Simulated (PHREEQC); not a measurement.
A PHREEQC input (ion-association model, phreeqc.dat):

```
SOLUTION 1
  temp 25
  units mg/L
  pH 7.32
  pe 12.7
  Na 10.2
  K 138
  Ca 345
  Mg 8.13
  Cl 314
  S(6) 0.144 as SO4
  C(4) 330 as HCO3
  Alkalinity 818 as HCO3
  Li 2.48
END
USE solution 1
EQUILIBRIUM_PHASES 1
  Quartz 0 0.5
  CO2(g) -2 10
END
```

It stops with these messages:

```
WARNING: Maximum iterations exceeded, 100
WARNING: Maximum iterations exceeded, 100
WARNING: The program has failed to converge to a numerical solution.
ERROR:                 H(1) has not converged. Total: 1.343205e-02	Calculated: 7.418861e-03	Residual: 6.013184e-03
ERROR: Is non-carbonate alkalinity greater than total alkalinity?
ERROR:                 C(4) has not converged. Total: 5.418796e-03	Calculated: 4.435966e-03	Residual: 9.828295e-04
ERROR:                   Ca has not converged. Total: 8.624740e-03	Calculated: 5.528389e-03	Residual: 3.096351e-03
ERROR:                   Cl has not converged. Total: 8.874243e-03	Calculated: 8.736601e-03	Residual: 1.376421e-04
ERROR:                    K has not converged. Total: 3.536183e-03	Calculated: 3.480769e-03	Residual: 5.541398e-05
ERROR:                   Li has not converged. Total: 3.581042e-04	Calculated: 3.533065e-04	Residual: 4.797745e-06
ERROR:                   Mg has not converged. Total: 3.350615e-04	Calculated: 3.278083e-04	Residual: 7.253141e-06
ERROR:                   Na has not converged. Total: 4.445490e-04	Calculated: 4.370668e-04	Residual: 7.482165e-06
ERROR:                 S(6) has not converged. Total: 1.501953e-06	Calculated: 1.546288e-06	Residual: -4.433494e-08
ERROR:                   Mu Ionic strength has not converged. 	Residual: 1.681676e-06
ERROR:               A(H2O) Activity of water has not converged. 	Residual: -9.990543e-01
ERROR: Model failed to converge for initial solution  1.
```

Problem. What went wrong, and how is it mended?

Solution. The fault: total carbon typed beside alkalinity, so pH is recomputed from the two. The line should read `Alkalinity 818` where the input has `C(4) 330 as HCO3 / Alkalinity 818`. With the mend the run ends at pH 7.84 and ionic strength 0.0292 mol/kgw.
